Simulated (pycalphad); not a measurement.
All values are pycalphad results on the COST 507 light-alloy database (1999) (1 atm), not direct measurements. No gas phase is included, though pure Mg would boil below 1377 °C. These are 1990s assessments: newer ones move some temperatures and phases. Kinetics are ignored, which matters at the lower temperatures.

Problem. How does the equilibrium phase assembly of Mg-1.04Al-7.61Si (at.%) change on cooling from 1377 °C to 77 °C?

Solution. 
```json
[
 {"T (°C)": "843.4", "phases above": "liquid", "phases below": "liquid + MG2SI"},
 {"T (°C)": "631.8", "phases above": "liquid + MG2SI", "phases below": "hcp + liquid + MG2SI"},
 {"T (°C)": "613.2", "phases above": "hcp + liquid + MG2SI", "phases below": "hcp + MG2SI"},
 {"T (°C)": "129.1", "phases above": "hcp + MG2SI", "phases below": "ALMG_GAMMA + hcp + MG2SI"}
]
```
Changes were sought between steps of 25 K, so a narrower field can be missed.

Database names, with the compositions (at.%) that they take in these runs: MG2SI: Mg 67 Si 33; ALMG_GAMMA: Mg 59 Al 41.
